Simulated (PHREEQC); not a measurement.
Consider water at 25 °C with 0.12 mol NaHCO3 and 0.41 mol K2HPO4 per kg of water. Closed to the air; pH follows from the charge balance.

Model: ion-association model, phreeqc.dat, run in PHREEQC.

No solid was allowed to form.

Question: What pH, ionic strength does the model give?

Answer: pH 8.35; ionic strength 1.18 mol/kgw.

Question: In which forms is Na present?

Answer: Na+ 87 %, NaHPO4- 10 %, NaHCO3 2.0 %, NaCO3- 1.1 % of the Na.

The ionic strength is past about 0.7 mol/kgw, beyond the range of this activity model, so the values are rough. Complexes and solids missing from the database can't appear.
